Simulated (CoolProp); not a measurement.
The fluid at 255.74 K and 4.32 MPa flows at 7.3 m/s in a round tube of 20 mm bore and 45 µm roughness, fully developed (64/Re and Nu = 3.66 if laminar; Colebrook and Gnielinski if turbulent). The same conditions are run with several fluids, on thermodynamics alone (safety and materials aside).

The numbers come from the reference Helmholtz-energy equation of state of each fluid (C3F8 (R218): Lemmon 2006; n-decane: Lemmon 2006; R13: Platzer 1990; carbon dioxide: Span 1996; R410A: Lemmon 2003) in CoolProp. The equations of Platzer and Polt are older, rougher fits. Blends and air are pseudo-pure fits.

Task: Rank C3F8 (R218), n-decane, R13, carbon dioxide, R410A by Reynolds number, highest first.

Result: R13 (1340000), carbon dioxide (1090000), R410A (851000), C3F8 (R218) (646000), n-decane (58200)

| fluid | Darcy friction factor | pressure drop (Pa/m) | heat-transfer coefficient (W/(m² K)) | mass flow (kg/h) |
|---|---|---|---|---|
| C3F8 (R218) | 0.0244 | 50700 | 13300 | 12900 |
| n-decane | 0.0267 | 27100 | 5370 | 6290 |
| R13 | 0.0243 | 40900 | 19100 | 10400 |
| carbon dioxide | 0.0243 | 33400 | 32600 | 8500 |
| R410A | 0.0244 | 40600 | 24200 | 10300 |

Transport values come from each fluid's own correlations; those of C3F8 (R218), R13 are estimates that may be off by 10 % or more.
